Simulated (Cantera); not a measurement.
## Ignition delay

Mixture: CH4 : O2 : N2 : H2O : C2H6 = 1 : 4.55 : 17.1 : 1.2 : 0.044 (molar parts), equivalence ratio 0.47, at 2930 Torr, adiabatic and at constant pressure. Ignition delay is the time to a rise of 400 K.

Computed with Cantera and GRI-Mech 3.0 (53 species, 325 reactions).

```csv
T0 (K),delay (ms)
1225,2.79
1275,1.58
1325,0.915
1375,0.541
1425,0.326
1475,0.201
1525,0.127
```

The apparent activation energy between 1425 and 1525 K comes out as 170 kJ/mol.
